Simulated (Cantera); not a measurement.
An isothermal, constant-pressure homogeneous reactor starts with 35.2 % CH4, 64.8 % N2, at 1900 K and 101000 Pa.

Cantera simulation using GRI-Mech 3.0 (53 species, 325 reactions); the numbers are that mechanism's predictions, not measurements. GRI-Mech 3.0 stops at C3 and has no aromatics, soot or wall deposition, so with more carbon than oxygen in the feed, carbon stays in small species such as C2H2 where larger ones or solid carbon would form.

One state of this run: x CH4 = 0.00366; x H2 = 0.386; x H = 0.000491; x C2H4 = 0.000606; x CH2 = 1.43e-7; x CH3 = 9.31e-5. x: mole fraction; the columns are a selection and need not sum to one.

Task: Which value of t (s) does it belong to?
A) 0.443
B) 0.000872
C) 0.0197
D) 0.0428

Result: D, 0.0428
